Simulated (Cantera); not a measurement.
An isothermal plug-flow reactor at 675 K and 3750 Torr (inlet), inlet velocity 0.83 m/s, active area per volume 490 1/m; feed H2 : O2 : N2 = 0.0057 : 0.036 : 0.79 (molar parts).

Detailed kinetics in Cantera: Deutschmann's 1995 Pt surface mechanism with GRI-Mech 3.0 gas chemistry. Catalytic surfaces can have several steady states; this one follows from the mechanism file's or the stated starting coverage. Mass transfer to the wall is taken as infinitely fast.

Task: What does this change do: H2 0.0057 to 0.0039 parts?

Result: 
| quantity | before | after |
|---|---|---|
| x(H2) at z = 0.042 m | 8.89e-6 | 9.28e-6 |
| x(O2) at z = 0.042 m | 0.0400 | 0.0411 |
| x(H2O) at z = 0.042 m | 0.00687 | 0.00470 |
| θ(free Pt) at the exit | 0.00352 | 0.00349 |
| θ(O*) at the exit | 0.994 | 0.994 |
| θ(OH*) at the exit | 0.00256 | 0.00211 |

Task: What does this change do: O2 0.036 to 0.013 parts?

Result: 
```tsv
quantity	before	after
x(H2) at z = 0.042 m	8.89e-6	6.88e-7
x(O2) at z = 0.042 m	0.0400	0.0126
x(H2O) at z = 0.042 m	0.00687	0.00707
θ(free Pt) at the exit	0.00352	0.00585
θ(O*) at the exit	0.994	0.991
θ(OH*) at the exit	0.00256	0.00334
```

Task: What does this change do: area per volume 490 to 180 1/m?

Result: 
```json
[
 {"quantity": "x(H2) at z = 0.042 m", "before": "8.89e-6", "after": "6.22e-5"},
 {"quantity": "x(O2) at z = 0.042 m", "before": "0.0400", "after": "0.0400"},
 {"quantity": "x(H2O) at z = 0.042 m", "before": "0.00687", "after": "0.00681"},
 {"quantity": "θ(free Pt) at the exit", "before": "0.00352", "after": "0.00492"},
 {"quantity": "θ(O*) at the exit", "before": "0.994", "after": "0.992"},
 {"quantity": "θ(OH*) at the exit", "before": "0.00256", "after": "0.00301"}
]
```
